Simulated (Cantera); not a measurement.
Input (Python, Cantera) and output of one run.

```python
import numpy as np
import cantera as ct

gas_names = """
    B BH BH2 BH3 BN BO BO2 B2 B2O B2O2 B2O3 B3O3H3 H HBO HBO2 HNO HNO2 HNO3 HO2 H2 H2O H2O2 H3B3O6 N NH
    NH2 NH3 NH2OH NO NO2 NO3 N2 N2H2 N2H4 N2O O OH O2 O3
""".split()
cond_names = """
    B(b) B(L) BN(s) B2O3(L) B3O3H3(cr) H2O(s) H2O(L)
""".split()


# ... load() reads the species with a 1 bar reference pressure and builds the phases ...
atoms = {
    'BN': {'B': 1, 'N': 1},
    'O2': {'O': 2},
    'H2': {'H': 2},
}
top_T = {'BN(s)': 3200}  # K; cautious upper limits of use, not melting points


# ... equilibrate(T, P, feed) seeds the gas with the atoms and calls Mixture.equilibrate('TP', solver="vcs", rtol=1e-11, max_steps=5000) ...
results = []
feed = {'BN': 1, 'O2': 0.51, 'H2': 44}  # mol
T = 1073  # K
P = 37000  # Pa
mix = equilibrate(T, P, feed)
results.append((T, P, feed, dict(zip(mix.species_names, mix.species_moles))))
x = sorted(zip(gas.X, gas.species_names), reverse=True)
print(f"T = {T:g} K  P = {P:g} Pa  gas = {mix.phase_moles(0):.4g} mol")
print("   x: " + "  ".join(f"{s} {v:.3e}" for v, s in x if v > 0.0001))
print("   condensed (mol): " + ("  ".join(f"{mix.phase(i).name} {mix.phase_moles(i):.4g}"
      for i in range(1, mix.n_phases) if mix.phase_moles(i) > 1e-12) or "none"))
```

Output:

```
T = 1073 K  P = 37000 Pa  gas = 44.32 mol
   x: H2 9.915e-01  N2 7.232e-03  H2O 1.297e-03
   condensed (mol): BN(s) 0.3584  B2O3(L) 0.3206
```

These are equilibrium values from Cantera (NASA tables, ideal gas, pure condensed phases), not measurements of a reactor. Mutual solubility and eutectic melting of coexisting phases are not modelled. Gases not in the tables: H3BO3.
